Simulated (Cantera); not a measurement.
## Ignition delay

Mixture: CH4 : H2 : O2 : N2 = 1 : 0.092 : 1.57 : 6.3 (molar parts), equivalence ratio 1.3, at 2700 Torr, adiabatic and at constant volume. Ignition delay is the time to a rise of 400 K.

Computed with Cantera and GRI-Mech 3.0 (53 species, 325 reactions).

| T0 (K) | delay (ms) |
|---|---|
| 1125 | 12.1 |
| 1225 | 4.59 |
| 1325 | 1.69 |
| 1425 | 0.634 |
| 1525 | 0.251 |
| 1625 | 0.108 |
| 1725 | 0.0511 |
| 1825 | 0.0265 |
| 1925 | 0.0149 |

```
Property                                                Result
--------------------------------------------------  ----------
apparent activation energy between 1725 and 1925 K  170 kJ/mol
```
